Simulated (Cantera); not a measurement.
A Cantera script and its output.

```python
import numpy as np
import cantera as ct

gas = ct.Solution("gri30.yaml", transport_model="multicomponent")
show = ['N2', 'H', 'NO']

rows = []
print(f"{'T/K':>7s}{'rho':>11s}{'cp':>10s}{'mu':>11s}{'lambda':>11s}{'Pr':>7s}" + "".join(f"{'D_' + s:>11s}" for s in show))
for T in [400, 650, 900, 1150, 1400, 1650]:
    gas.TPX = T, 30, {'C2H6': 0.76, 'C2H2': 0.66, 'CO': 0.16, 'CH4': 0.2}
    Pr = gas.cp_mass * gas.viscosity / gas.thermal_conductivity
    D = [gas.mix_diff_coeffs_mole[gas.species_index(s)] for s in show]
    rows.append([gas.density, gas.cp_mass, gas.viscosity, gas.thermal_conductivity, Pr, *D])
    print(f"{T:7g}{gas.density:11.4e}{gas.cp_mass:10.1f}{gas.viscosity:11.4e}"
          f"{gas.thermal_conductivity:11.4e}{Pr:7.3f}" + "".join(f"{d:11.4e}" for d in D))
print("SI units: kg/m3, J/kg/K, Pa s, W/m/K, m2/s")
```

It prints:

```
    T/K        rho        cp         mu     lambda     Pr       D_N2        D_H       D_NO
    400 2.4187e-04    2000.8 1.3642e-05 3.6581e-02  0.746 9.4023e-02 5.2292e-01 9.2480e-02
    650 1.4884e-04    2667.3 2.0211e-05 7.1680e-02  0.752 2.1942e-01 1.2377e+00 2.1582e-01
    900 1.0750e-04    3144.5 2.5685e-05 1.0735e-01  0.752 3.8178e-01 2.1667e+00 3.7552e-01
   1150 8.4129e-05    3516.1 3.0496e-05 1.4266e-01  0.752 5.7665e-01 3.2829e+00 5.6719e-01
   1400 6.9106e-05    3785.3 3.4860e-05 1.7585e-01  0.750 8.0121e-01 4.5692e+00 7.8807e-01
   1650 5.8636e-05    3984.5 3.8901e-05 2.0690e-01  0.749 1.0535e+00 6.0139e+00 1.0362e+00
SI units: kg/m3, J/kg/K, Pa s, W/m/K, m2/s
```

Model: GRI-Mech 3.0 (53 species, 325 reactions), integrated in Cantera. The composition is frozen, though it would react at the higher temperatures.
